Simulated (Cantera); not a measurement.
Cantera run:

```python
import numpy as np
import cantera as ct

gas_names = """
    H H2 N NH NH2 NH3 N2 N2H2 N2H4 Si SiH SiH2 SiH3 SiH4 SiN Si2 Si2N Si3
""".split()
cond_names = """
    Si(cr) Si(L) Si3N4(a)
""".split()


# ... load() reads the species with a 1 bar reference pressure and builds the phases ...
atoms = {
    'Si': {'Si': 1},
    'NH3': {'N': 1, 'H': 3},
    'N2': {'N': 2},
}
top_T = {'Si3N4(a)': 2400}  # K; cautious upper limits of use, not melting points


# ... equilibrate(T, P, feed) seeds the gas with the atoms and calls Mixture.equilibrate('TP', solver="vcs", rtol=1e-11, max_steps=5000) ...
results = []
feed = {'Si': 1, 'NH3': 3.6, 'N2': 22}  # mol
P = 1333.22  # Pa
for T in [1398, 1473, 1548, 1623, 1698, 1773, 1848, 1923, 1998, 2073]:
    mix = equilibrate(T, P, feed)
    results.append((T, P, feed, dict(zip(mix.species_names, mix.species_moles))))
    x = sorted(zip(gas.X, gas.species_names), reverse=True)
    print(f"T = {T:g} K  P = {P:g} Pa  gas = {mix.phase_moles(0):.4g} mol")
    print("   x: " + "  ".join(f"{s} {v:.3e}" for v, s in x if v > 0.001))
    print("   condensed (mol): " + ("  ".join(f"{mix.phase(i).name} {mix.phase_moles(i):.4g}"
          for i in range(1, mix.n_phases) if mix.phase_moles(i) > 1e-12) or "none"))
```

Output:

```
T = 1398 K  P = 1333.22 Pa  gas = 28.53 mol
   x: N2 8.107e-01  H2 1.892e-01
   condensed (mol): Si3N4(a) 0.3333
T = 1473 K  P = 1333.22 Pa  gas = 28.53 mol
   x: N2 8.107e-01  H2 1.892e-01
   condensed (mol): Si3N4(a) 0.3333
T = 1548 K  P = 1333.22 Pa  gas = 28.53 mol
   x: N2 8.107e-01  H2 1.892e-01
   condensed (mol): Si3N4(a) 0.3333
T = 1623 K  P = 1333.22 Pa  gas = 28.54 mol
   x: N2 8.106e-01  H2 1.891e-01
   condensed (mol): Si3N4(a) 0.3333
T = 1698 K  P = 1333.22 Pa  gas = 28.54 mol
   x: N2 8.105e-01  H2 1.889e-01
   condensed (mol): Si3N4(a) 0.3332
T = 1773 K  P = 1333.22 Pa  gas = 28.55 mol
   x: N2 8.102e-01  H2 1.886e-01  H 1.070e-03
   condensed (mol): Si3N4(a) 0.3321
T = 1848 K  P = 1333.22 Pa  gas = 29.24 mol
   x: N2 8.138e-01  H2 1.837e-01  H 1.968e-03
   condensed (mol): Si(L) 0.9828
T = 1923 K  P = 1333.22 Pa  gas = 29.29 mol
   x: N2 8.125e-01  H2 1.826e-01  H 3.486e-03  Si 1.272e-03
   condensed (mol): Si(L) 0.9553
T = 1998 K  P = 1333.22 Pa  gas = 29.39 mol
   x: N2 8.098e-01  H2 1.807e-01  H 5.906e-03  Si 3.190e-03
   condensed (mol): Si(L) 0.8908
T = 2073 K  P = 1333.22 Pa  gas = 29.58 mol
   x: N2 8.045e-01  H2 1.777e-01  H 9.600e-03  Si 7.476e-03
   condensed (mol): Si(L) 0.7473
```

Method: chemical equilibrium by Gibbs-energy minimisation in Cantera with the NASA 1993 tables (ideal gas, pure condensed phases). The tables' values for SiN are old estimates; treat these amounts as uncertain. Gases not in the tables: Si2H6 and higher silanes.
